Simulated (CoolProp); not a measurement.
Vapour-liquid equilibrium of acetone (1) + dimethyl carbonate (2) at 282.1 K; x and y are mole fractions of (1).

The numbers come from the multi-fluid Helmholtz-energy mixture model, Lemmon 2006 and Zhou 2011; pair parameters Bell 2016 in CoolProp.

```tsv
x	bubble pressure (MPa)	y at the bubble point	dew pressure at overall composition x (MPa)	liquid density (mol/L)
0.05	0.003740	0.234	0.003143	12.12
0.2	0.005649	0.566	0.003614	12.35
0.35	0.007343	0.723	0.004247	12.61
0.5	0.008979	0.822	0.005133	12.87
0.65	0.01064	0.893	0.006452	13.14
0.8	0.01235	0.947	0.008569	13.42
0.95	0.01410	0.989	0.01246	13.72
```

No azeotrope shows between x = 0.05 and 0.95.

Pair parameters are fitted to limited data, so mixtures are less certain than the pure fluids.
